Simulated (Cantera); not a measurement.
An adiabatic, constant-volume homogeneous reactor starts with CH4 : H2 : O2 : N2 = 1 : 0.031 : 1.34 : 5.05 (molar parts), equivalence ratio 1.5, at 1450 K and 100000 Pa. Integrator tolerance rtol = 1e-08.

Detailed kinetics in Cantera: GRI-Mech 3.0 (53 species, 325 reactions).

Question: What does this change do: 0.35 parts CO2 added?

Answer: 
```tsv
quantity	before	after
time of steepest temperature rise	1.87 ms	2.03 ms
temperature at 0.500 s	2895 K	2822 K
equilibrium temperature	2895 K	2822 K
x(CH4) at 0.500 s	<1e-12 (gas-phase equilibrium 1.16e-12)	<1e-12 (gas-phase equilibrium <1e-12)
x(H2) at 0.500 s	0.0749 (gas-phase equilibrium 0.0749)	0.0560 (gas-phase equilibrium 0.0560)
x(O2) at 0.500 s	0.00185 (gas-phase equilibrium 0.00185)	0.00235 (gas-phase equilibrium 0.00235)
x(NO) at 0.500 s	0.00346 (gas-phase equilibrium 0.00346)	0.00347 (gas-phase equilibrium 0.00347)
x(CH2O) at 0.500 s	6.32e-9 (gas-phase equilibrium 6.32e-9)	5.35e-9 (gas-phase equilibrium 5.35e-9)
```
